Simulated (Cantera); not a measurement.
What does this Cantera script print?

```python
import numpy as np
import cantera as ct

gas_names = """
    H H2 Si SiH SiH2 SiH3 SiH4 Si2 Si3
""".split()
cond_names = """
    Si(cr) Si(L)
""".split()


# ... load() reads the species with a 1 bar reference pressure and builds the phases ...
atoms = {
    'Si': {'Si': 1},
    'H2': {'H': 2},
}
top_T = {}  # K; cautious upper limits of use, not melting points


# ... equilibrate(T, P, feed) seeds the gas with the atoms and calls Mixture.equilibrate('TP', solver="vcs", rtol=1e-11, max_steps=5000) ...
results = []
feed = {'Si': 1, 'H2': 2}  # mol
T = 698  # K
P = 880000  # Pa
mix = equilibrate(T, P, feed)
results.append((T, P, feed, dict(zip(mix.species_names, mix.species_moles))))
x = sorted(zip(gas.X, gas.species_names), reverse=True)
print(f"T = {T:g} K  P = {P:g} Pa  gas = {mix.phase_moles(0):.4g} mol")
print("   x: " + "  ".join(f"{s} {v:.3e}" for v, s in x if v > 1e-06))
print("   condensed (mol): " + ("  ".join(f"{mix.phase(i).name} {mix.phase_moles(i):.4g}"
      for i in range(1, mix.n_phases) if mix.phase_moles(i) > 1e-12) or "none"))
```

It prints:

```
T = 698 K  P = 880000 Pa  gas = 2 mol
   x: H2 1.000e+00  SiH4 1.048e-06
   condensed (mol): Si(cr) 1
```

Method: chemical equilibrium by Gibbs-energy minimisation in Cantera with the NASA 1993 tables (ideal gas, pure condensed phases).
